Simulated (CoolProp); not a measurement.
Vapour-liquid equilibrium of n-heptane (1) + n-dodecane (2) at 1 bar; x and y are mole fractions of (1).

Computed with CoolProp (multi-fluid Helmholtz-energy mixture model, Span 2003 and Lemmon 2004; pair parameters Bell 2016).

```json
[
 {"x": "0.05", "bubble temperature (K)": "472.2", "y at the bubble point": "0.356", "dew temperature at overall composition x (K)": "486.8", "liquid density (mol/L)": "3.639"},
 {"x": "0.125", "bubble temperature (K)": "450.7", "y at the bubble point": "0.665", "dew temperature at overall composition x (K)": "483.6", "liquid density (mol/L)": "3.851"},
 {"x": "0.2", "bubble temperature (K)": "433.8", "y at the bubble point": "0.815", "dew temperature at overall composition x (K)": "480.2", "liquid density (mol/L)": "4.047"},
 {"x": "0.275", "bubble temperature (K)": "420.8", "y at the bubble point": "0.891", "dew temperature at overall composition x (K)": "476.5", "liquid density (mol/L)": "4.231"},
 {"x": "0.35", "bubble temperature (K)": "410.7", "y at the bubble point": "0.931", "dew temperature at overall composition x (K)": "472.6", "liquid density (mol/L)": "4.410"},
 {"x": "0.425", "bubble temperature (K)": "402.6", "y at the bubble point": "0.955", "dew temperature at overall composition x (K)": "468.3", "liquid density (mol/L)": "4.587"},
 {"x": "0.5", "bubble temperature (K)": "396.1", "y at the bubble point": "0.970", "dew temperature at overall composition x (K)": "463.5", "liquid density (mol/L)": "4.766"},
 {"x": "0.575", "bubble temperature (K)": "390.7", "y at the bubble point": "0.979", "dew temperature at overall composition x (K)": "458.2", "liquid density (mol/L)": "4.948"},
 {"x": "0.65", "bubble temperature (K)": "386.2", "y at the bubble point": "0.986", "dew temperature at overall composition x (K)": "452.0", "liquid density (mol/L)": "5.136"},
 {"x": "0.725", "bubble temperature (K)": "382.3", "y at the bubble point": "0.990", "dew temperature at overall composition x (K)": "444.8", "liquid density (mol/L)": "5.331"},
 {"x": "0.8", "bubble temperature (K)": "378.8", "y at the bubble point": "0.994", "dew temperature at overall composition x (K)": "435.9", "liquid density (mol/L)": "5.534"},
 {"x": "0.875", "bubble temperature (K)": "375.7", "y at the bubble point": "0.997", "dew temperature at overall composition x (K)": "424.0", "liquid density (mol/L)": "5.749"},
 {"x": "0.95", "bubble temperature (K)": "372.9", "y at the bubble point": "0.999", "dew temperature at overall composition x (K)": "404.5", "liquid density (mol/L)": "5.975"}
]
```

No azeotrope shows between x = 0.05 and 0.95.

The pair parameters rest on a limited set of measurements; away from them the model extrapolates.
